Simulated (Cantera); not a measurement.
Charge: 1 mol SiC, 0.0086 mol Si, 0.034 mol H2, equilibrated at 2200 K.

Equilibrium computed with Cantera from the NASA thermochemical tables; the gas is ideal and each condensed phase is pure. Candidate condensed phases: C, C6H6, C7H8, C8H18, Si, SiC; 87 gas species. Mutual solubility and eutectic melting of coexisting phases are not modelled. Gases not in the tables: Si2H6 and higher silanes. Equilibrium is a limit: real reactors are often held back by kinetics, nucleation or transport.

Q: At 220000 Pa, list the 6 most abundant gas species with their mole fractions, and the condensed phases.

A: H2 0.996, H 0.00379, SiH2 0.000297, Si 0.000168, SiH 0.000110, CH4 6.15e-5. Condensed: Si(l) + SiC(s).
